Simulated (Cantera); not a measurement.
Charge: 1 mol Fe2O3, 0.67 mol O2, 7 mol N2, at 1200 °C and 0.0760 bar.

These are equilibrium values from Cantera (NASA tables, ideal gas, pure condensed phases), not measurements of a reactor. Candidate condensed phases: Fe, FeO, Fe2O3, Fe3O4; 11 gas species. Kinetics and transport are ignored.

Question: What is the equilibrium state?

Answer: 
| Item | Value |
|---|---|
| x(N2) | 0.912 |
| x(O2) | 0.0870 |
| x(NO) | 0.000741 |
| x(O) | 2.99e-6 |
| n(Fe2O3(s)) | 1.00 mol |
| gas amount | 7.670 mol |
| log10 activity of Fe(γ) (absent) | -6.25 |
